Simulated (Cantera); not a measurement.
What does this Cantera script print?

```python
import numpy as np
import cantera as ct

gas_names = [...]  # 58 gases of nasa_gas.yaml made of F, H, N, O, Si
cond_names = """
    H2O(s) H2O(L) Si(cr) Si(L) SiO2(Lqz) SiO2(hqz) SiO2(L) Si2N2O(s) Si3N4(a)
""".split()


# ... load() reads the species with a 1 bar reference pressure and builds the phases ...
atoms = {
    'SiF4': {'Si': 1, 'F': 4},
    'NO': {'N': 1, 'O': 1},
    'H2': {'H': 2},
    'N2O': {'N': 2, 'O': 1},
}
top_T = {'Si2N2O(s)': 2100, 'Si3N4(a)': 2400}  # K; cautious upper limits of use, not melting points


# ... equilibrate(T, P, feed) seeds the gas with the atoms and calls Mixture.equilibrate('TP', solver="vcs", rtol=1e-11, max_steps=5000) ...
results = []
T = 1973.15  # K
P = 1000  # Pa
for m in [0.44, 0.58, 0.76, 0.99, 1.3, 1.7, 2.2, 2.9, 3.8, 4.9, 6.5, 8.5]:
    feed = {'SiF4': 1, 'NO': 1.9, 'H2': m, 'N2O': 21}  # mol
    mix = equilibrate(T, P, feed)
    results.append((T, P, feed, dict(zip(mix.species_names, mix.species_moles))))

top = {s: max(r[3][s] / sum(r[3][g] for g in gas_names) for r in results) for s in gas_names}
cols = sorted((s for s in top if top[s] > 0.001), key=lambda s: -top[s])[:7]
seen = [c for c in cond_names if any(r[3].get(c, 0) > 1e-12 for r in results)]
print("log10 of partial pressures in bar; condensed amounts in mol")
print(f"{'n(H2)':>10s}" + "".join(f"{s[:9]:>10s}" for s in cols + seen))
for T, P, feed, n in results:
    ng = sum(n[g] for g in gas_names)
    print(f"{feed['H2']:10.4g}" + "".join(f"{np.log10(max(n[s] / ng * P / 1e5, 1e-99)):10.3f}" for s in cols)
          + "".join(f"{n.get(c, 0):10.4g}" for c in seen))
```

Output:

```
log10 of partial pressures in bar; condensed amounts in mol
     n(H2)        N2        O2       H2O        HF      SiF4        NO        OH   SiO2(L)
      0.44    -2.204    -2.500    -6.475    -3.602    -3.653    -4.110    -5.940    0.2189
      0.58    -2.206    -2.504    -6.218    -3.484    -3.695    -4.113    -5.813    0.2881
      0.76    -2.208    -2.510    -5.959    -3.369    -3.756    -4.117    -5.684    0.3767
      0.99    -2.211    -2.518    -5.692    -3.258    -3.845    -4.122    -5.553    0.4893
       1.3    -2.215    -2.528    -5.389    -3.146    -4.001    -4.129    -5.404    0.6395
       1.7    -2.219    -2.541    -5.012    -3.039    -4.327    -4.138    -5.219    0.8269
       2.2    -2.224    -2.556    -4.270    -2.966    -5.522    -4.148    -4.851    0.9875
       2.9    -2.229    -2.576    -3.642    -2.966    -6.777    -4.160    -4.542     0.998
       3.8    -2.234    -2.602    -3.339    -2.971    -7.403    -4.176    -4.397    0.9984
       4.9    -2.240    -2.635    -3.134    -2.977    -7.838    -4.196    -4.303    0.9985
       6.5    -2.249    -2.686    -2.950    -2.987    -8.244    -4.225    -4.224    0.9984
       8.5    -2.261    -2.755    -2.799    -2.998    -8.590    -4.265    -4.166    0.9983
```

These are equilibrium values from Cantera (NASA tables, ideal gas, pure condensed phases), not measurements of a reactor. The tables' values for SiF3, SiO2 are old estimates; treat these amounts as uncertain. The tables hold silica as quartz up to 1696 K and as liquid above; real silica turns to tridymite and cristobalite and melts near 1996 K.
